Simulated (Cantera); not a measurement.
A perfectly stirred reactor is fed with 3.02 % CH4, 1.81 % C2H6, 20.0 % O2, 75.2 % N2, equivalence ratio 0.62, at 2.96 atm; it is adiabatic with a 475 K inlet, and is followed from long to short residence time, starting on the burning branch (τ in s: 0.024, 0.01, 0.0042, 0.0018, 0.00075, 0.00031, 0.00013, 5.5e-05, 2.3e-05).

Detailed kinetics in Cantera: GRI-Mech 3.0 (53 species, 325 reactions).

x: mole fraction; the columns are a selection and need not sum to one.

```json
[
 {"τ (s)": "0.024", "T (K)": "1847", "x CH4": "7.68e-6", "x C2H6": "1.02e-6", "x O2": "0.0750", "x CH2O": "1.24e-6", "x N2O": "8.69e-7", "x CO2": "0.0653"},
 {"τ (s)": "0.010", "T (K)": "1842", "x CH4": "1.36e-5", "x C2H6": "1.92e-6", "x O2": "0.0751", "x CH2O": "2.31e-6", "x N2O": "1.18e-6", "x CO2": "0.0649"},
 {"τ (s)": "0.0042", "T (K)": "1833", "x CH4": "2.40e-5", "x C2H6": "3.54e-6", "x O2": "0.0754", "x CH2O": "4.31e-6", "x N2O": "1.41e-6", "x CO2": "0.0642"},
 {"τ (s)": "0.0018", "T (K)": "1819", "x CH4": "4.24e-5", "x C2H6": "6.41e-6", "x O2": "0.0758", "x CH2O": "8.09e-6", "x N2O": "1.46e-6", "x CO2": "0.0630"},
 {"τ (s)": "0.00075", "T (K)": "1796", "x CH4": "[?]", "x C2H6": "[?]", "x O2": "0.0768", "x CH2O": "[?]", "x N2O": "[?]", "x CO2": "0.0609"},
 {"τ (s)": "0.00031", "T (K)": "1757", "x CH4": "0.000162", "x C2H6": "2.45e-5", "x O2": "0.0787", "x CH2O": "3.33e-5", "x N2O": "1.11e-6", "x CO2": "0.0569"},
 {"τ (s)": "0.00013", "T (K)": "1685", "x CH4": "[?]", "x C2H6": "[?]", "x O2": "0.0834", "x CH2O": "[?]", "x N2O": "[?]", "x CO2": "[?]"},
 {"τ (s)": "5.5e-5", "T (K)": "475", "x CH4": "0.0302", "x C2H6": "0.0181", "x O2": "0.200", "x CH2O": "<1e-12", "x N2O": "<1e-12", "x CO2": "<1e-12"},
 {"τ (s)": "2.3e-5", "T (K)": "475", "x CH4": "0.0302", "x C2H6": "0.0181", "x O2": "0.200", "x CH2O": "<1e-12", "x N2O": "<1e-12", "x CO2": "<1e-12"}
]
```

Question: What belongs in the gaps?

Answer: 
- 0.00075, x CH4: 7.93e-5
- 0.00075, x C2H6: 1.21e-5
- 0.00075, x CH2O: 1.59e-5
- 0.00075, x N2O: 1.34e-6
- 0.00013, x CH4: 0.000415
- 0.00013, x C2H6: 6.11e-5
- 0.00013, x CH2O: 7.99e-5
- 0.00013, x N2O: 8.05e-7
- 0.00013, x CO2: 0.0489
